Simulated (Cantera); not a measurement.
Charge: 1 mol Al(CH₃)₃, 0.34 mol H₂O, 250 mol N₂, equilibrated at 1327 °C and 2.90 mbar.

Cantera equilibrium calculation (NASA polynomials, part measured and part estimated; ideal gas, pure solids and liquids). Candidate condensed phases: Al, AlN, Al₂O₃, C, C₆H₆, C₇H₈, C₈H₁₈, H₂O; 148 gas species. The feed counts by its element totals alone. Rates play no part.

**Question.** What is the equilibrium state?

**Answer.** 
```
Property                              Value
--------------------------------  ---------
x(N₂)                                 0.979
x(H₂)                                0.0188
x(CO)                               0.00133
x(HCN)                             0.000278
x(H)                               0.000138
x(Al)                               9.71e-6
x(HNC)                              6.35e-6
n(AlN(s))                         0.998 mol
n(C(graphite))                     2.59 mol
gas amount                        254.7 mol
log10 activity of Al(l) (absent)      -3.34
```
